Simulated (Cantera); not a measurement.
A Cantera script and its output.

```python
import numpy as np
import cantera as ct

gas = ct.Solution("gri30.yaml")
gas.TPX = 1675, 3700, {'NO': 5.4, 'N2': 0.12}
inlet = ct.Reservoir(gas, clone=True)

reactor = ct.IdealGasConstPressureReactor(gas, energy="off", clone=False)
exhaust = ct.Reservoir(gas, clone=True)
tau = [12, 4.5, 1.7, 0.62, 0.23, 0.085, 0.032, 0.012, 0.0044][0]
for a, b in ((inlet, reactor), (reactor, exhaust)):
    ct.MassFlowController(a, b, mdot=lambda t: reactor.mass / tau)
net = ct.ReactorNet([reactor])
show = ['NO', 'N2O', 'O', 'NO2', 'O2', 'N2']

rows = []
print(f"{'tau/s':>10s}{'T/K':>9s}" + "".join(f"{s:>11s}" for s in show))
for tau in [12, 4.5, 1.7, 0.62, 0.23, 0.085, 0.032, 0.012, 0.0044]:
    net.initial_time = 0.0
    net.advance(30 * tau)
    before = gas.X
    net.advance(40 * tau)
    drift = np.max(np.abs(gas.X - before) / (gas.X + 1e-9))
    rows.append([gas.T, *gas[show].X, drift])
    print(f"{tau:10.3e}{gas.T:9.1f}" + "".join(f"{x:11.3e}" for x in gas[show].X))
```

Result:

```
     tau/s      T/K         NO        N2O          O        NO2         O2         N2
 1.200e+01   1675.0  9.205e-01  2.784e-04  3.926e-05  2.108e-04  2.862e-02  5.035e-02
 4.500e+00   1675.0  9.556e-01  3.020e-04  3.042e-05  1.488e-04  1.114e-02  3.282e-02
 1.700e+00   1675.0  9.696e-01  3.009e-04  2.560e-05  1.134e-04  4.153e-03  2.582e-02
 6.200e-01   1675.0  9.751e-01  2.718e-04  2.271e-05  9.397e-05  1.411e-03  2.308e-02
 2.300e-01   1675.0  9.771e-01  2.102e-04  2.027e-05  7.994e-05  4.410e-04  2.213e-02
 8.500e-02   1675.0  9.778e-01  1.291e-04  1.739e-05  6.247e-05  1.154e-04  2.183e-02
 3.200e-02   1675.0  9.781e-01  6.394e-05  1.398e-05  3.934e-05  2.358e-05  2.176e-02
 1.200e-02   1675.0  9.782e-01  2.718e-05  1.000e-05  1.711e-05  3.337e-06  2.174e-02
 4.400e-03   1675.0  9.782e-01  1.049e-05  6.035e-06  4.810e-06  3.698e-07  2.174e-02
```

Cantera simulation using GRI-Mech 3.0 (53 species, 325 reactions); the numbers are that mechanism's predictions, not measurements. Radical loss at walls, strong at low pressure, is not modelled.
